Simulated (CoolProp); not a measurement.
A simple Rankine cycle with R1336mzz(Z): condensing at 310.15 K, boiler at 0.752 MPa, turbine inlet 380.8 K, turbine efficiency 0.6, pump efficiency 0.7, no recuperator. Each further row changes one setting.

Model: reference Helmholtz-energy equation of state, McLinden 2020, in CoolProp.

| case | thermal efficiency (%) | net work (kJ/kg) | heat in (kJ/kg) | turbine exit temperature (K) | volume ratio over the turbine |
|---|---|---|---|---|---|
| as stated | 8.1 | ___ | 217 | 349.4 | 7.16 |
| turbine inlet 400.8 K | 8.0 | 19.2 | ___ | 371.0 | 6.93 |
| condensing temperature 302.15 K | ___ | 20.5 | 227 | 345.7 | 9.59 |
| boiler pressure 0.526 MPa | 6.8 | 15.1 | 222 | 357.5 | 4.75 |
| turbine efficiency 0.5 | 6.7 | 14.6 | 217 | 352.6 | 7.24 |

Question: Complete the blanks.

Answer: 
- as stated, net work (kJ/kg): 17.7
- turbine inlet 400.8 K, heat in (kJ/kg): 240
- condensing temperature 302.15 K, thermal efficiency (%): 9.1
